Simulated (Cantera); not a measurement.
An adiabatic, constant-pressure homogeneous reactor starts with 20.7 % H2, 16.7 % O2, 62.7 % N2, at 1050 K and 7500 Torr.

Model: GRI-Mech 3.0 (53 species, 325 reactions), integrated in Cantera. The hydrogen kinetics of GRI-Mech 3.0 are dated; newer H2 mechanisms differ, most at raised pressure.

Predict: time of steepest temperature rise; temperature at 1.00 s; equilibrium temperature; x(H2) at 1.00 s; x(O2) at 1.00 s; x(NO) at 1.00 s; x(H2O2) at 1.00 s; x(O) at 1.00 s; x(NO2) at 1.00 s.


| Item | Result |
|---|---|
| time of steepest temperature rise | 3.41 ms |
| temperature at 1.00 s | 2456 K |
| equilibrium temperature | 2456 K |
| x(H2) at 1.00 s | 0.00136 (gas-phase equilibrium 0.00136) |
| x(O2) at 1.00 s | 0.0632 (gas-phase equilibrium 0.0632) |
| x(NO) at 1.00 s | 0.0109 (gas-phase equilibrium 0.0109) |
| x(H2O2) at 1.00 s | 1.14e-6 (gas-phase equilibrium 1.14e-6) |
| x(O) at 1.00 s | 0.000927 (gas-phase equilibrium 0.000927) |
| x(NO2) at 1.00 s | 1.77e-5 (gas-phase equilibrium 1.77e-5) |
